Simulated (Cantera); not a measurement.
A freely propagating, adiabatic, planar premixed flame of H₂ : O₂ : N₂ : H₂O = 1 : 0.893 : 2.41 : 0.047 (molar parts), unburnt at 575 K and 13300 Pa; mixture-averaged transport, grid criteria slope 0.08 and curve 0.16, no radiation.

Computed with Cantera and the H2/O2 subset of GRI-Mech 3.0, which has no nitrogen chemistry. Burning velocities carry a grid error of a few per cent, more on coarse grids. Lean hydrogen flames are cellular in practice and burn faster than this planar one.

Question: Predict: laminar burning velocity; thermal thickness; peak x(H); peak x(H₂O₂); peak x(HO₂); peak x(O).

Answer: 
```json
{
 "laminar_burning_velocity": "488 cm/s",
 "thermal_thickness": "5.44 mm",
 "peak x(H)": "0.0523",
 "peak x(H₂O₂)": "2.35e-6",
 "peak x(HO₂)": "7.88e-5",
 "peak x(O)": "0.0219"
}
```
